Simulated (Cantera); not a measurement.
**Transport properties of process gases**

Gas mixture: H2O : O2 = 0.32 : 0.37 (molar parts), at 0.0217 atm, frozen composition.

Cantera's kinetic-theory transport with the Lennard-Jones parameters of GRI-Mech 3.0, ideal gas; thermal conductivity in the mixture-averaged form. Polar gases are described roughly by these parameters.

```json
[
 {"T (K)": "400", "ρ (kg/m³)": "0.0169", "cp (J/kg/K)": "1256", "μ (µPa s)": "20.3", "λ (mW/m/K)": "35.3", "Pr": "0.723", "D (cm²/s) CO2": "12.6", "D (cm²/s) H": "101", "D (cm²/s) CH3": "18.1"},
 {"T (K)": "550", "ρ (kg/m³)": "0.0123", "cp (J/kg/K)": "1314", "μ (µPa s)": "26.7", "λ (mW/m/K)": "48.9", "Pr": "0.717", "D (cm²/s) CO2": "22.8", "D (cm²/s) H": "179", "D (cm²/s) CH3": "32.1"},
 {"T (K)": "700", "ρ (kg/m³)": "0.00964", "cp (J/kg/K)": "1375", "μ (µPa s)": "32.6", "λ (mW/m/K)": "62.9", "Pr": "0.712", "D (cm²/s) CO2": "35.2", "D (cm²/s) H": "274", "D (cm²/s) CH3": "49.1"},
 {"T (K)": "850", "ρ (kg/m³)": "0.00794", "cp (J/kg/K)": "1431", "μ (µPa s)": "38.1", "λ (mW/m/K)": "77.1", "Pr": "0.708", "D (cm²/s) CO2": "49.7", "D (cm²/s) H": "383", "D (cm²/s) CH3": "68.7"},
 {"T (K)": "1000", "ρ (kg/m³)": "0.00675", "cp (J/kg/K)": "1484", "μ (µPa s)": "43.3", "λ (mW/m/K)": "91.2", "Pr": "0.705", "D (cm²/s) CO2": "66.0", "D (cm²/s) H": "506", "D (cm²/s) CH3": "90.7"},
 {"T (K)": "1150", "ρ (kg/m³)": "0.00587", "cp (J/kg/K)": "1532", "μ (µPa s)": "48.3", "λ (mW/m/K)": "105", "Pr": "0.703", "D (cm²/s) CO2": "84.1", "D (cm²/s) H": "642", "D (cm²/s) CH3": "115"},
 {"T (K)": "1300", "ρ (kg/m³)": "0.00519", "cp (J/kg/K)": "1576", "μ (µPa s)": "53.1", "λ (mW/m/K)": "119", "Pr": "0.702", "D (cm²/s) CO2": "104", "D (cm²/s) H": "790", "D (cm²/s) CH3": "142"},
 {"T (K)": "1450", "ρ (kg/m³)": "0.00466", "cp (J/kg/K)": "1616", "μ (µPa s)": "57.7", "λ (mW/m/K)": "133", "Pr": "0.702", "D (cm²/s) CO2": "125", "D (cm²/s) H": "950", "D (cm²/s) CH3": "170"},
 {"T (K)": "1600", "ρ (kg/m³)": "0.00422", "cp (J/kg/K)": "1652", "μ (µPa s)": "62.1", "λ (mW/m/K)": "146", "Pr": "0.702", "D (cm²/s) CO2": "148", "D (cm²/s) H": "1120", "D (cm²/s) CH3": "201"}
]
```
D: mixture-averaged diffusion coefficient of that species in the mixture.
